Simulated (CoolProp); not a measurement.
Saturation properties of toluene (Tc = 318.6 °C, pc = 41.26 bar, ω = 0.266).

Computed with CoolProp (reference Helmholtz-energy equation of state, Lemmon 2006). It is a short technical equation, of lower accuracy than the large ones.

| T (°C) | p (bar) | enthalpy of vaporisation (kJ/kg) | vapour Z | surface tension (mN/m) | vapour viscosity (µPa s) | liquid conductivity (mW/(m K)) |
|---|---|---|---|---|---|---|
| 142.25 | 2.301 | 338.8 | 0.9282 | 14.5 | 9.47 | 99.6 |
| 151.45 | 2.845 | 332.0 | 0.9168 | ___ | ___ | 97.5 |
| 160.55 | 3.475 | 325.0 | 0.9044 | 12.5 | 9.87 | 95.5 |
| 169.75 | 4.215 | 317.6 | 0.8907 | 11.6 | 10.1 | 93.5 |
| 178.95 | 5.067 | 309.9 | 0.8758 | 10.7 | 10.3 | 91.7 |
| 188.05 | 6.032 | 301.9 | 0.8598 | 9.80 | 10.5 | 89.9 |
| 197.25 | 7.142 | 293.4 | 0.8422 | 8.92 | 10.7 | 88.2 |
| 206.45 | 8.398 | 284.4 | 0.8232 | ___ | 11.0 | 86.6 |
| 215.55 | 9.796 | 275.0 | 0.8028 | 7.22 | 11.2 | 85.1 |
| 224.75 | 11.38 | 264.9 | 0.7805 | 6.40 | ___ | 83.7 |

Complete the blanks.


- 151.45, surface tension (mN/m): 13.5
- 151.45, vapour viscosity (µPa s): 9.67
- 206.45, surface tension (mN/m): 8.06
- 224.75, vapour viscosity (µPa s): 11.5

It boils at 110.6 °C under 1 atm.

Viscosity comes from a separate model (Avgeri 2015). Thermal conductivity comes from a separate model (Assael 2012). Surface tension comes from a separate correlation (Mulero 2012).
